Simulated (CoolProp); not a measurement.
Saturation properties of normal hydrogen (Tc = -240.0 °C, pc = 1.296 MPa, ω = -0.219).

The numbers come from the reference Helmholtz-energy equation of state, Leachman 2009 in CoolProp.

| T (°C) | p (MPa) | liquid viscosity (µPa s) | liquid conductivity (mW/(m K)) |
|---|---|---|---|
| -251.25 | 0.1550 | 11.9 | 104 |
| -250.45 | 0.1900 | 11.2 | 103 |
| -249.75 | 0.2248 | 10.6 | 103 |
| -248.95 | 0.2699 | ___ | 103 |
| -248.25 | 0.3143 | 9.53 | 102 |
| -247.55 | 0.3635 | 9.05 | 102 |
| -246.75 | 0.4262 | 8.53 | 101 |
| -246.05 | 0.4869 | ___ | 100 |
| -245.25 | ___ | 7.61 | ___ |
| -244.55 | 0.6371 | 7.20 | 97.7 |
| -243.75 | 0.7292 | 6.73 | 96.0 |
| -243.05 | 0.8174 | 6.32 | 94.4 |
| -242.35 | 0.9129 | 5.88 | 92.6 |
| -241.55 | 1.032 | 5.34 | 90.4 |
| -240.85 | 1.145 | ___ | 89.8 |

### Question
What belongs in the gaps?

### Answer

- -248.95, liquid viscosity (µPa s): 10.0
- -246.05, liquid viscosity (µPa s): 8.10
- -245.25, p (MPa): 0.5635
- -245.25, liquid conductivity (mW/(m K)): 98.9
- -240.85, liquid viscosity (µPa s): 4.78

It boils at -252.8 °C under 1 atm.

Viscosity comes from a separate model (Muzny 2013). Thermal conductivity comes from a separate model (Assael 2011).
